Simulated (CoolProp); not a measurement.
Saturation properties of chloromethane (R40) (Tc = 418.6 K, pc = 6.929 MPa, ω = 0.150).

The numbers come from the reference Helmholtz-energy equation of state, Thol 2014 in CoolProp.

```csv
T (K),p (MPa),vapour Z,surface tension (mN/m)
305,0.7012,0.8769,14.3
310.4,0.8119,0.8649,13.5
315.7,0.9328,0.8525,12.7
321,1.066,0.8394,11.8
326.4,1.217,0.8253,11.0
331.7,1.379,0.8108,10.2
337,1.556,0.7955,9.47
342.3,1.749,0.7794,8.70
347.7,1.964,0.7622,7.94
```

It boils at 249.2 K under 1 atm.

Surface tension comes from a separate correlation (Mulero 2014).
